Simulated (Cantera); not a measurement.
A closed system holds: 1 mol Al, 6.3 mol N2O, 130 mol H2, equilibrated at 1850 K and 1.65 Torr.

Method: chemical equilibrium by Gibbs-energy minimisation in Cantera with the NASA 1993 tables (ideal gas, pure condensed phases). Candidate condensed phases: Al, AlN, Al2O3, H2O; 35 gas species. Equilibrium is a limit: real reactors are often held back by kinetics, nucleation or transport.

Base state: H2 0.908, N2 0.0460, H2O 0.0350, H 0.0109, OH 3.12e-5 (mole fractions); condensed: Al2O3(s).

What changes in the equilibrium state with this change: temperature from 1850 K to 1125 K?


| species | before | after |
|---|---|---|
| H2 | 0.908 | 0.919 |
| N2 | 0.0460 | 0.0462 |
| H2O | 0.0350 | 0.0352 |
| H | 0.0109 | 9.08e-7 |
| OH | 3.12e-5 | <1e-9 |
| Al2O3(s), mol | 0.500 | 0.500 |
